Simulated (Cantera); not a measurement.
**Fe₃O₄ + C + CO (carbothermic reduction)**

Charge: 1 mol Fe₃O₄, 3.2 mol C, 0.35 mol CO, equilibrated at 1098.15 K.

Equilibrium computed with Cantera from the NASA thermochemical tables; the gas is ideal and each condensed phase is pure. Candidate condensed phases: C, Fe, Fe(CO)₅, FeO, Fe₂O₃, Fe₃O₄; 15 gas species. Mutual solubility and eutectic melting of coexisting phases are not modelled. The tables' stoichiometric FeO is somewhat more stable than real wüstite, so its field is too wide. FeO: taken at fixed stoichiometry. Condensed phases not in the tables: cementite and carbon dissolved in iron. Kinetics and transport are ignored.

From 0.0750 Torr to 1430 Torr the condensed part is Fe(α) + FeO(s). At 7500 Torr the condensed part is C(graphite) + FeO(s).

```
P (Pa)    x CO  x CO₂      x Fe  n Fe(α)  n FeO(s)  n C(graphite)
-------  -----  -----  --------  -------  --------  -------------
10       0.817  0.183   1.17e-8     2.85     0.151              0
52       0.817  0.183   2.25e-9     2.85     0.151              0
270      0.817  0.183  4.34e-10     2.85     0.151              0
1400     0.817  0.183  8.36e-11     2.85     0.151              0
7200     0.817  0.183  1.63e-11     2.85     0.151              0
37000    0.817  0.183  3.16e-12     2.85     0.151              0
190000   0.817  0.183    <1e-12     2.85     0.151              0
1000000  0.634  0.366    <1e-12        0      3.00           2.56
```
x: gas mole fraction; n: condensed amount in mol.
